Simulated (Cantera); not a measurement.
Input: 1 mol MgO, 0.004 mol C, 0.49 mol H2, equilibrated at 1 atm.

Method: chemical equilibrium by Gibbs-energy minimisation in Cantera with the NASA 1993 tables (ideal gas, pure condensed phases). Candidate condensed phases: C, C6H6, C7H8, C8H18, H2O, Mg, MgCO3, MgO, Mg(OH)2; 116 gas species. Equilibrium is a limit: real reactors are often held back by kinetics, nucleation or transport.

Task: What share of the Mg ends up in condensed phases as a function of T (K), at 2100, 2200, 2300, 2400, 2500, 2600, 2700?

Result: 
```csv
T (K),Mg condensed (%),as
2100,99.4,MgO(s)
2200,99.1,MgO(s)
2300,98.5,MgO(s)
2400,97.7,MgO(s)
2500,96.4,MgO(s)
2600,94.6,MgO(s)
2700,92.0,MgO(s)
```
